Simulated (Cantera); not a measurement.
Feed: 1 mol MgO, 3.9 mol CH4, 0.31 mol H2, at 2073 K and 1.33 mbar.

Method: chemical equilibrium by Gibbs-energy minimisation in Cantera with the NASA 1993 tables (ideal gas, pure condensed phases). Candidate condensed phases: C, C6H6, C7H8, C8H18, H2O, Mg, MgCO3, MgO, Mg(OH)2; 116 gas species. The tables' values for MgH are old estimates; treat these amounts as uncertain. Equilibrium is a limit: real reactors are often held back by kinetics, nucleation or transport.

Base state: H2 0.745, CO 0.0958, Mg 0.0958, H 0.0622, C2H2 (acetylene) 0.000913, MgH 4.90e-5 (mole fractions); condensed: C(graphite).

Task: What changes in the equilibrium state with this change: temperature from 2073 K to 1473 K?

Result: 
| species | before | after |
|---|---|---|
| H2 | 0.745 | 0.802 |
| CO | 0.0958 | 0.0989 |
| Mg | 0.0958 | 0.0989 |
| H | 0.0622 | 0.000310 |
| C2H2 (acetylene) | 0.000913 | 5.22e-6 |
| MgH | 4.90e-5 | 3.24e-5 |
| C(graphite), mol | 2.88 | 2.90 |
